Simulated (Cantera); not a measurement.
Feed: 1 mol TEOS, 24 mol CO₂, equilibrated at 0.200 bar.

Equilibrium computed with Cantera from the NASA thermochemical tables; the gas is ideal and each condensed phase is pure. Candidate condensed phases: C, C₆H₆, C₇H₈, C₈H₁₈, H₂O, Si, SiC, SiO₂; 123 gas species. The feed counts by its element totals alone. The numbers say what is thermodynamically allowed, not how fast it happens. All values below are at 827 °C.

Base state: CO 0.436, CO₂ 0.326, H₂ 0.135, H₂O 0.103 (mole fractions); condensed: SiO₂(β-quartz).

What changes in the equilibrium state with this change: CO₂ from 24 to 0.26 mol?


```
species               before     after
-------------------  -------  --------
H₂                     0.135     0.793
CO                     0.436     0.199
CH₄                  1.36e-6   0.00452
CO₂                    0.326  0.000697
H₂O                    0.103   0.00282
SiO₂(β-quartz), mol     1.00      1.00
C(graphite), mol           0      5.73
```

What changes in the equilibrium state with this change: CO₂ from 24 to 3.2 mol?


```csv
species,before,after
H₂,0.135,0.540
CO,0.436,0.450
H₂O,0.103,0.00435
CO₂,0.326,0.00357
CH₄,1.36e-6,0.00210
"SiO₂(β-quartz), mol",1.00,1.00
"C(graphite), mol",0,2.91
```

What changes in the equilibrium state with this change: TEOS replaced by Si₂H₆?


```json
[
 {"species": "CO₂", "before": "0.326", "after": "0.658"},
 {"species": "CO", "before": "0.436", "after": "0.231"},
 {"species": "H₂O", "before": "0.103", "after": "0.0826"},
 {"species": "H₂", "before": "0.135", "after": "0.0286"},
 {"species": "SiO₂(β-quartz), mol", "before": "1.00", "after": "2.00"}
]
```
